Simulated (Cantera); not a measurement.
Cantera run:

```python
import numpy as np
import cantera as ct

gas_names = """
    H H2 N NH NH2 NH3 N2 N2H2 N2H4 Si SiH SiH2 SiH3 SiH4 SiN Si2 Si2N Si3
""".split()
cond_names = """
    Si(cr) Si(L) Si3N4(a)
""".split()


# ... load() reads the species with a 1 bar reference pressure and builds the phases ...
atoms = {
    'SiH4': {'Si': 1, 'H': 4},
    'NH3': {'N': 1, 'H': 3},
}
top_T = {'Si3N4(a)': 2400}  # K; cautious upper limits of use, not melting points


# ... equilibrate(T, P, feed) seeds the gas with the atoms and calls Mixture.equilibrate('TP', solver="vcs", rtol=1e-11, max_steps=5000) ...
results = []
feed = {'SiH4': 1, 'NH3': 5.7}  # mol
for P in [5, 26, 140, 710, 3700, 19000, 100000]:
    for T in [775, 875, 975, 1075, 1175, 1275, 1375, 1475, 1575, 1675, 1775, 1875, 1975, 2075]:
        mix = equilibrate(T, P, feed)
        results.append((T, P, feed, dict(zip(mix.species_names, mix.species_moles))))

for T, P, feed, n in results:
    print(f"{T:7g} {P:10.4g}  " + (" + ".join(c for c in cond_names if n.get(c, 0) > 1e-12) or "gas only"))
```

Output:

```
    775          5  Si3N4(a)
    875          5  Si3N4(a)
    975          5  Si3N4(a)
   1075          5  Si3N4(a)
   1175          5  Si3N4(a)
   1275          5  Si3N4(a)
   1375          5  Si3N4(a)
   1475          5  Si(cr)
   1575          5  Si(cr)
   1675          5  Si(cr)
   1775          5  Si(L)
   1875          5  gas only
   1975          5  gas only
   2075          5  gas only
    775         26  Si3N4(a)
    875         26  Si3N4(a)
    975         26  Si3N4(a)
   1075         26  Si3N4(a)
   1175         26  Si3N4(a)
   1275         26  Si3N4(a)
   1375         26  Si3N4(a)
   1475         26  Si3N4(a)
   1575         26  Si(cr)
   1675         26  Si(cr)
   1775         26  Si(L)
   1875         26  Si(L)
   1975         26  gas only
   2075         26  gas only
    775        140  Si3N4(a)
    875        140  Si3N4(a)
    975        140  Si3N4(a)
   1075        140  Si3N4(a)
   1175        140  Si3N4(a)
   1275        140  Si3N4(a)
   1375        140  Si3N4(a)
   1475        140  Si3N4(a)
   1575        140  Si3N4(a)
   1675        140  Si(cr)
   1775        140  Si(L)
   1875        140  Si(L)
   1975        140  Si(L)
   2075        140  gas only
    775        710  Si3N4(a)
    875        710  Si3N4(a)
    975        710  Si3N4(a)
   1075        710  Si3N4(a)
   1175        710  Si3N4(a)
   1275        710  Si3N4(a)
   1375        710  Si3N4(a)
   1475        710  Si3N4(a)
   1575        710  Si3N4(a)
   1675        710  Si3N4(a)
   1775        710  Si(L)
   1875        710  Si(L)
   1975        710  Si(L)
   2075        710  Si(L)
    775       3700  Si3N4(a)
    875       3700  Si3N4(a)
    975       3700  Si3N4(a)
   1075       3700  Si3N4(a)
   1175       3700  Si3N4(a)
   1275       3700  Si3N4(a)
   1375       3700  Si3N4(a)
   1475       3700  Si3N4(a)
   1575       3700  Si3N4(a)
   1675       3700  Si3N4(a)
   1775       3700  Si3N4(a)
   1875       3700  Si(L)
   1975       3700  Si(L)
   2075       3700  Si(L)
    775    1.9e+04  Si3N4(a)
    875    1.9e+04  Si3N4(a)
    975    1.9e+04  Si3N4(a)
   1075    1.9e+04  Si3N4(a)
   1175    1.9e+04  Si3N4(a)
   1275    1.9e+04  Si3N4(a)
   1375    1.9e+04  Si3N4(a)
   1475    1.9e+04  Si3N4(a)
   1575    1.9e+04  Si3N4(a)
   1675    1.9e+04  Si3N4(a)
   1775    1.9e+04  Si3N4(a)
   1875    1.9e+04  Si3N4(a)
   1975    1.9e+04  Si(L)
   2075    1.9e+04  Si(L)
    775      1e+05  Si3N4(a)
    875      1e+05  Si3N4(a)
    975      1e+05  Si3N4(a)
   1075      1e+05  Si3N4(a)
   1175      1e+05  Si3N4(a)
   1275      1e+05  Si3N4(a)
   1375      1e+05  Si3N4(a)
   1475      1e+05  Si3N4(a)
   1575      1e+05  Si3N4(a)
   1675      1e+05  Si3N4(a)
   1775      1e+05  Si3N4(a)
   1875      1e+05  Si3N4(a)
   1975      1e+05  Si3N4(a)
   2075      1e+05  Si(L)
```

Method: chemical equilibrium by Gibbs-energy minimisation in Cantera with the NASA 1993 tables (ideal gas, pure condensed phases).
